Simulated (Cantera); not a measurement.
Cantera run:

```python
import numpy as np
import cantera as ct

gas_names = """
    H HNO HNO2 HNO3 HO2 H2 H2O H2O2 N NH NH2 NH3 NH2OH NO NO2 NO3 N2 N2H2 N2H4 N2O O OH O2 O3 Si SiH
    SiH2 SiH3 SiH4 SiN SiO SiO2 Si2 Si2N Si3
""".split()
cond_names = """
    H2O(s) H2O(L) Si(cr) Si(L) SiO2(Lqz) SiO2(hqz) SiO2(L) Si2N2O(s) Si3N4(a)
""".split()


def load(file, names, dense=False):
    # The tables refer to 1 bar. Condensed volumes are neglected.
    table = {s.name: s for s in ct.Species.list_from_file(file)}
    out = []
    for n in names:
        d = dict(table[n].input_data)
        d["thermo"] = dict(d["thermo"], **{"reference-pressure": 1e5})
        if dense:
            d["equation-of-state"] = {"model": "constant-volume", "density": "1e6 g/cm^3"}
        out.append(ct.Species.from_dict(d))
    return out


gas = ct.Solution(thermo="ideal-gas", species=load("nasa_gas.yaml", gas_names))
cond = {s.name: ct.Solution(thermo="fixed-stoichiometry", species=[s], name=s.name)
        for s in load("nasa_condensed.yaml", cond_names, dense=True)}
atoms = {
    'Si3N4': {'Si': 3, 'N': 4},
    'H2O': {'H': 2, 'O': 1},
    'H2': {'H': 2},
}
top_T = {'Si2N2O(s)': 2100, 'Si3N4(a)': 2400}  # K; cautious upper limits of use, not melting points


def equilibrate(T, P, feed):
    n = {}
    for name, mol in feed.items():
        for a, k in atoms[name].items():
            n[a] = n.get(a, 0.0) + k * mol
    gas.TPX = T, P, n
    mass = sum(n.values()) * gas.mean_molecular_weight
    gas.equilibrate("TP")
    valid = [c for c in cond.values() if c.min_temp <= T <= top_T.get(c.name, c.max_temp)]
    mix = ct.Mixture([(gas, mass / gas.mean_molecular_weight)] + [(c, 0.0) for c in valid])
    mix.T, mix.P = T, P
    mix.equilibrate("TP", solver="vcs", rtol=1e-11, max_steps=5000)
    return mix


results = []
T = 1173.15  # K
P = 133.322  # Pa
for m in [39, 110, 170, 240, 310, 370, 440, 500, 570, 640]:
    feed = {'Si3N4': 1, 'H2O': 0.0081, 'H2': m}  # mol
    mix = equilibrate(T, P, feed)
    results.append((T, P, feed, dict(zip(mix.species_names, mix.species_moles))))

top = {s: max(r[3][s] / sum(r[3][g] for g in gas_names) for r in results) for s in gas_names}
cols = sorted((s for s in top if top[s] > 0.001), key=lambda s: -top[s])[:6]
seen = [c for c in cond_names if any(r[3].get(c, 0) > 1e-12 for r in results)]
print("log10 of partial pressures in bar; condensed amounts in mol")
print(f"{'n(H2)':>10s}" + "".join(f"{s[:9]:>10s}" for s in cols + seen))
for T, P, feed, n in results:
    ng = sum(n[g] for g in gas_names)
    print(f"{feed['H2']:10.4g}" + "".join(f"{np.log10(max(n[s] / ng * P / 1e5, 1e-99)):10.3f}" for s in cols)
          + "".join(f"{n.get(c, 0):10.4g}" for c in seen))
```

It prints:

```
log10 of partial pressures in bar; condensed amounts in mol
     n(H2)        H2    Si(cr) Si2N2O(s)  Si3N4(a)
        39    -2.875         0    0.0081    0.9946
       110    -2.875         0  0.008098    0.9946
       170    -2.875         0  0.008097    0.9946
       240    -2.875         0  0.008095    0.9946
       310    -2.875 0.0001829  0.008093    0.9945
       370    -2.875  0.001002  0.008091    0.9943
       440    -2.875  0.001958   0.00809    0.9939
       500    -2.875  0.002777  0.008088    0.9937
       570    -2.875  0.003733  0.008086    0.9934
       640    -2.875  0.004689  0.008085     0.993
```

Equilibrium computed with Cantera from the NASA thermochemical tables; the gas is ideal and each condensed phase is pure. Mutual solubility and eutectic melting of coexisting phases are not modelled.
